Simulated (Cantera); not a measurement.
A perfectly stirred reactor is fed with CH3OH : O2 : N2 = 1 : 1.15 : 4.34 (molar parts), equivalence ratio 1.3, at 570000 Pa; it is adiabatic with a 600 K inlet, and is followed from long to short residence time, starting on the burning branch (τ in s: 0.25, 0.084, 0.028, 0.0094, 0.0032, 0.0011, 0.00036, 0.00012, 4e-05, 1.4e-05).

Cantera simulation using GRI-Mech 3.0 (53 species, 325 reactions); the numbers are that mechanism's predictions, not measurements. GRI-Mech 3.0 was tuned for natural gas; its chemistry of methanol as a main component is partial and can be far from experiment.

One state of this run: T (K) = 2270; x CH3OH = 5.51e-6; x O2 = 0.000487; x NO = 0.000175; x CH2CO = 2.91e-8; x O = 9.63e-5; x CO2 = 0.0744; x H2O = 0.235. x: mole fraction; the columns are a selection and need not sum to one.

Task: Which value of τ (s) does it belong to?
(A) 0.0032
(B) 0.25
(C) 0.084
(D) 0.028

Result: A, 0.0032
